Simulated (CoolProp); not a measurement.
Neopentane at several states: fugacity coefficient from the reference equation and from simpler models built on Tc = 433.7 K, pc = 3196 kPa, ω = 0.196; each cubic takes its own stable root.

Values from CoolProp's reference Helmholtz-energy equation of state, Lemmon 2006. It is a short technical equation, of lower accuracy than the large ones.

| T (K) | p (kPa) | phase | reference |
|---|---|---|---|
| 329.8 | 399 | gas | 0.8992 |
| 438.2 | 349 | gas | 0.9647 |
| 533.6 | 3160 | gas | 0.8404 |
| 298 | 4380 | liquid | 0.04510 |

Q: How far does each simpler model (van der Waals, Redlich-Kwong, Peng-Robinson) lie from the reference over these 4 states: mean and median of the absolute difference, and the worst?

A: 
- van der Waals: mean 62.2 %, median 2.3 %, worst +243.7 % at 298 K and 4380 kPa
- Redlich-Kwong: mean 10.6 %, median 1.2 %, worst +39.8 % at 298 K and 4380 kPa
- Peng-Robinson: mean 1.0 %, median 0.9 %, worst -2.0 % at 533.6 K and 3160 kPa
